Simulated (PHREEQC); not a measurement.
Dissolve 0.0097 mol FeCl3, 0.00011 mol CuCl2 and 0.00053 mol HCl per kg of water at 25 °C. Closed to the air; pH follows from the charge balance.

Model: ion-association model, phreeqc.dat, run in PHREEQC.

| quantity | before | after |
|---|---|---|
| pH | 2.33 | 3.29 |
| ionic strength (mol/kgw) | 0.0494 | 0.000860 |
| Cl- (mol/kgw) | 0.0284 | 0.000750 |
| Cu+2 (mol/kgw) | 0.000106 | 0.000110 |
| CuCl+ (mol/kgw) | 3.91e-6 | 1.95e-7 |
| CuCl2 (mol/kgw) | 3.93e-8 | 7.33e-11 |

### Question
Which change was made?
A) diluted 5-fold with water
B) FeCl3 left out
C) temperature from 25 to 10 °C
D) CuCl2 from 0.00011 to 0.00055 mol/kgw
E) temperature from 25 to 65 °C

### Answer
B, FeCl3 left out

Precipitation was switched off in this run. Some of these states are supersaturated (in Hematite (slow to form), Goethite (slow to form), for instance).
